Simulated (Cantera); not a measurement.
Charge: 1 mol Si, 3.3 mol F2, 0.17 mol N2, held at 548.15 K and 4.60 Pa.

These are equilibrium values from Cantera (NASA tables, ideal gas, pure condensed phases), not measurements of a reactor. Candidate condensed phases: Si, Si3N4; 16 gas species. Equilibrium is a limit: real reactors are often held back by kinetics, nucleation or transport.

Base state: SiF4 0.463, F2 0.382, NF3 0.146, N2 0.00570, F 0.00276 (mole fractions); condensed: gas only.

Task: What changes in the equilibrium state with this change: temperature from 548.15 K to 1548.15 K?

Result: 
```json
[
 {"species": "F", "before": "0.00276", "after": "0.690"},
 {"species": "SiF4", "before": "0.463", "after": "0.265"},
 {"species": "N2", "before": "0.00570", "after": "0.0451"},
 {"species": "F2", "before": "0.382", "after": "1.94e-6"},
 {"species": "NF3", "before": "0.146", "after": "<1e-9"}
]
```
